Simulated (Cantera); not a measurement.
Charge: 1 mol CH2F2, 1.4 mol F2, 6.7 mol H2, at 0.640 bar.

Cantera equilibrium calculation (NASA polynomials, part measured and part estimated; ideal gas, pure solids and liquids). Candidate condensed phases: C, C6H6, C7H8, C8H18; 95 gas species. Kinetics and transport are ignored.

log p: log10 of the partial pressure in bar; n: condensed amount in mol.

```tsv
T (K)	log p H2	log p HF	log p H	log p C2H2 (acetylene)	log p C2H	log p C3	n C(graphite)
1698	-0.47	-0.52	-4.08	-4.62	-10.48	<-12	0.997
1848	-0.47	-0.52	-3.51	-4.06	-9.07	<-12	0.996
1998	-0.48	-0.52	___	___	___	___	0.991
2148	-0.48	-0.52	-2.62	-3.19	-6.86	-9.09	0.979
2298	-0.48	-0.52	___	___	___	___	0.954
2448	-0.49	-0.52	-1.95	-2.55	-5.20	-6.66	0.909
2598	-0.50	-0.52	-1.67	-2.30	-4.52	-5.67	0.834
2748	-0.52	-0.53	-1.43	-2.08	-3.92	-4.78	0.716
2898	-0.56	-0.54	-1.22	-1.90	-3.39	-4.00	0.542
3048	-0.61	-0.55	-1.04	-1.75	-2.92	-3.29	0.285
3198	-0.67	-0.57	-0.89	-1.69	-2.56	-2.73	0
```

Problem. Fill in the missing entries.

Solution. 
- 1998, log p H: -3.03
- 1998, log p C2H2 (acetylene): -3.60
- 1998, log p C2H: -7.88
- 1998, log p C3: -10.58
- 2298, log p H: -2.26
- 2298, log p C2H2 (acetylene): -2.85
- 2298, log p C2H: -5.98
- 2298, log p C3: -7.79
